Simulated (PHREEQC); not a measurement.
A column of 0.2 m (40 cells, dispersivity 0.016 m, 720 s a shift, diffusion coefficient 3e-10 m²/s) holds 0.045 eq of the database's cation exchanger X per kg of pore water, first in equilibrium with 95 mmol/kgw MgCl2 and 0.01 mmol/kgw HCl. It is flushed with 5.7 mmol/kgw ZnCl2, 16 mmol/kgw BaCl2 and 0.01 mmol/kgw HCl, at 15 °C. Values are for the last cell. The system is closed to CO2. Precipitation was switched off in this run.

Model: ion-association model, phreeqc.dat, run in PHREEQC.

```csv
pore volumes,Ba in solution (mol/kgw),Zn in solution (mol/kgw),Mg in solution (mol/kgw),Cl in solution (mol/kgw),MgX2 on the exchanger (mol/kgw),BaX2 on the exchanger (mol/kgw)
0,0,0,0.0950,0.190,0.0225,0
0.1625,5.14e-14,1.60e-13,0.0950,0.190,0.0225,2.59e-14
0.4625,1.48e-5,1.19e-5,0.0927,0.185,0.0225,7.63e-6
0.6125,0.000122,8.38e-5,0.0848,0.170,0.0224,6.86e-5
0.7625,0.000382,0.000239,0.0722,0.146,0.0221,0.000249
1.062,0.00120,0.000679,0.0465,0.0968,0.0209,0.00114
1.212,0.00171,0.000935,0.0370,0.0793,0.0197,0.00194
1.363,___,0.00124,0.0298,0.0668,___,0.00303
1.663,0.00422,0.00206,0.0201,0.0528,0.0139,0.00620
1.812,0.00553,0.00260,0.0165,0.0492,0.0114,0.00811
1.962,0.00702,0.00316,0.0133,0.0470,0.00891,0.01000
2.263,0.0100,0.00420,0.00814,0.0447,0.00500,0.0131
2.413,0.0113,0.00460,0.00619,0.0442,0.00366,0.0142
2.562,0.0124,0.00491,0.00464,0.0439,0.00265,0.0151
2.712,0.0133,0.00515,0.00344,0.0437,0.00191,0.0157
3.013,0.0145,0.00545,0.00185,0.0435,0.000994,0.0165
3.163,___,0.00553,0.00135,0.0435,0.000715,0.0168
3.312,0.0151,0.00559,0.000978,0.0434,0.000515,0.0170
3.612,0.0155,0.00566,___,0.0434,0.000267,0.0172
3.763,0.0157,0.00568,0.000370,0.0434,0.000192,0.0173
3.913,0.0157,0.00569,0.000267,0.0434,0.000139,0.0173
4.213,0.0159,0.00570,0.000139,0.0434,7.19e-5,0.0174
4.362,0.0159,0.00570,0.000100,0.0434,5.18e-5,0.0174
4.513,0.0159,0.00570,7.24e-5,0.0434,3.73e-5,0.0175
4.812,0.0160,0.00570,3.76e-5,0.0434,1.94e-5,0.0175
4.963,0.0160,0.00570,2.71e-5,0.0434,1.39e-5,0.0175
```

Complete the blanks.


- 1.363, Ba in solution (mol/kgw): 0.00234
- 1.363, MgX2 on the exchanger (mol/kgw): 0.0182
- 3.163, Ba in solution (mol/kgw): 0.0149
- 3.612, Mg in solution (mol/kgw): 0.000513
